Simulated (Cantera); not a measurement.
**Halide evaporation, hydrolysis and transport: SrCl2 + HCl + N2**

Input: 1 mol SrCl2, 4 mol HCl, 0.65 mol N2.

These are equilibrium values from Cantera (NASA tables, ideal gas, pure condensed phases), not measurements of a reactor. Candidate condensed phases: NH4Cl, Sr, SrCl2; 15 gas species. The numbers say what is thermodynamically allowed, not how fast it happens.

Question: Map the stable condensed phases over T = 527, 577, 627, 677, 727, 777, 827, 877, 927, 977, 1027, 1077 °C and P in Pa = 0.10, 0.72, 5.2, 37, 270, 1900, 14000, 100000.

Answer: 
```
T in °C \ P in Pa
           0.10   0.72    5.2     37    270   1900  14000 100000
   1077       A      A      A      B      B      B      B      B
   1027       A      A      A      B      B      B      B      B
    977       A      A      B      B      B      B      B      B
    927       A      B      B      B      B      B      B      B
    877       A      B      B      B      B      B      B      B
    827       B      B      B      B      B      B      B      B
    777       B      B      B      B      B      B      B      B
    727       B      B      B      B      B      B      B      B
    677       B      B      B      B      B      B      B      B
    627       B      B      B      B      B      B      B      B
    577       B      B      B      B      B      B      B      B
    527       B      B      B      B      B      B      B      B
```
A: gas only; B: SrCl2.
